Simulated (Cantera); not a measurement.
Cantera with NASA thermochemical tables; ideal gases at 1 bar, condensed phases pure. Values are per mole of reaction as written; species without (g) are pure solids or liquids, kept so even where they would boil at 1 bar.

Problem. Between 373 and 823 K, where is each reaction favourable under standard conditions?
- 3 NO₂(g) + S = SO₃(g) + 3 NO(g)
- 2 NO₂(g) + 2 S = N₂(g) + 2 SO₂(g)

Solution. 
- 3 NO₂(g) + S = SO₃(g) + 3 NO(g): ΔG° is -275 kJ at 373 K and -332 kJ at 823 K; it stays negative (K > 1). ΔH° is -232 kJ and ΔS° 122 J/K at 823 K.
- 2 NO₂(g) + 2 S = N₂(g) + 2 SO₂(g): ΔG° is -715 kJ at 373 K and -767 kJ at 823 K; it stays negative (K > 1). ΔH° is -682 kJ and ΔS° 102 J/K at 823 K.
